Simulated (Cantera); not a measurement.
An adiabatic, constant-pressure homogeneous reactor starts with H2 : O2 : N2 : H2O = 1 : 0.263 : 1.95 : 0.14 (molar parts), at 1323 K and 7500 Torr.

Detailed kinetics in Cantera: GRI-Mech 3.0 (53 species, 325 reactions). The hydrogen kinetics of GRI-Mech 3.0 are dated; newer H2 mechanisms differ, most at raised pressure.

Q: Predict: time of steepest temperature rise; temperature at 0.100 s; equilibrium temperature; x(H2) at 0.100 s; x(O2) at 0.100 s; x(H2O) at 0.100 s; x(N2O) at 0.100 s; x(NO) at 0.100 s.

A: 
```json
{
 "time_of_steepest_temperature_rise": "9.90 µs",
 "temperature at 0.100 s": "2409 K",
 "equilibrium_temperature": "2409 K",
 "x(H2) at 0.100 s": "0.152 (gas-phase equilibrium 0.152)",
 "x(O2) at 0.100 s": "2.84e-6 (gas-phase equilibrium 2.84e-6)",
 "x(H2O) at 0.100 s": "0.215 (gas-phase equilibrium 0.215)",
 "x(N2O) at 0.100 s": "1.01e-8 (gas-phase equilibrium 1.01e-8)",
 "x(NO) at 0.100 s": "6.44e-5 (gas-phase equilibrium 6.44e-5)"
}
```
